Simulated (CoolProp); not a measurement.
Properties of R1123 along the isobar 2.67 MPa (Tc = 331.7 K, pc = 4.549 MPa, ω = 0.243).

Computed with CoolProp (reference Helmholtz-energy equation of state, Akasaka 2020).

```json
[
 {"T (K)": "258.5", "phase": "liquid", "Z": "0.08537", "cp (kJ/(kg K))": "1.390", "speed of sound (m/s)": "597.7", "Joule-Thomson coefficient (K/MPa)": "-0.1025"},
 {"T (K)": "278.6", "phase": "liquid", "Z": "0.08521", "cp (kJ/(kg K))": "1.494", "speed of sound (m/s)": "489.0", "Joule-Thomson coefficient (K/MPa)": "0.09445"},
 {"T (K)": "298.7", "phase": "liquid", "Z": "0.08799", "cp (kJ/(kg K))": "1.717", "speed of sound (m/s)": "369.5", "Joule-Thomson coefficient (K/MPa)": "0.5246"},
 {"T (K)": "318.9", "phase": "gas", "Z": "0.7028", "cp (kJ/(kg K))": "1.344", "speed of sound (m/s)": "148.1", "Joule-Thomson coefficient (K/MPa)": "14.19"},
 {"T (K)": "339", "phase": "gas", "Z": "0.7786", "cp (kJ/(kg K))": "1.174", "speed of sound (m/s)": "164.2", "Joule-Thomson coefficient (K/MPa)": "10.89"},
 {"T (K)": "359.2", "phase": "gas", "Z": "0.8276", "cp (kJ/(kg K))": "1.118", "speed of sound (m/s)": "176.4", "Joule-Thomson coefficient (K/MPa)": "8.826"},
 {"T (K)": "379.3", "phase": "gas", "Z": "0.8624", "cp (kJ/(kg K))": "1.100", "speed of sound (m/s)": "186.5", "Joule-Thomson coefficient (K/MPa)": "7.389"},
 {"T (K)": "399.4", "phase": "gas", "Z": "0.8887", "cp (kJ/(kg K))": "1.098", "speed of sound (m/s)": "195.4", "Joule-Thomson coefficient (K/MPa)": "6.318"},
 {"T (K)": "419.6", "phase": "gas", "Z": "0.9093", "cp (kJ/(kg K))": "1.105", "speed of sound (m/s)": "203.5", "Joule-Thomson coefficient (K/MPa)": "5.483"},
 {"T (K)": "439.7", "phase": "gas", "Z": "0.9256", "cp (kJ/(kg K))": "1.115", "speed of sound (m/s)": "210.9", "Joule-Thomson coefficient (K/MPa)": "4.818"},
 {"T (K)": "459.9", "phase": "gas", "Z": "0.9390", "cp (kJ/(kg K))": "1.129", "speed of sound (m/s)": "217.8", "Joule-Thomson coefficient (K/MPa)": "4.270"},
 {"T (K)": "480", "phase": "gas", "Z": "0.9500", "cp (kJ/(kg K))": "1.144", "speed of sound (m/s)": "224.2", "Joule-Thomson coefficient (K/MPa)": "3.814"}
]
```
